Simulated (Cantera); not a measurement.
A perfectly stirred reactor is fed with 23.7 % H2, 16.0 % O2, 60.2 % N2, equivalence ratio 0.74, at 1.00 atm; it is adiabatic with a 400 K inlet, and is followed from long to short residence time, starting on the burning branch (τ in s: 0.044, 0.017, 0.0063, 0.0024, 0.0009, 0.00034, 0.00013, 4.9e-05, 1.9e-05).

Computed with Cantera and GRI-Mech 3.0 (53 species, 325 reactions).

One state of this run: T (K) = 2073; x H2 = 0.00634; x O2 = 0.0468; x OH = 0.0101; x N2O = 2.67e-7; x H = 0.00216; x NO = 9.33e-5; x H2O = 0.254. x: mole fraction; the columns are a selection and need not sum to one.

### Question
Which value of τ (s) does it belong to?
A. 0.0024
B. 0.00090
C. 0.0063
D. 0.00034

### Answer
A, 0.0024
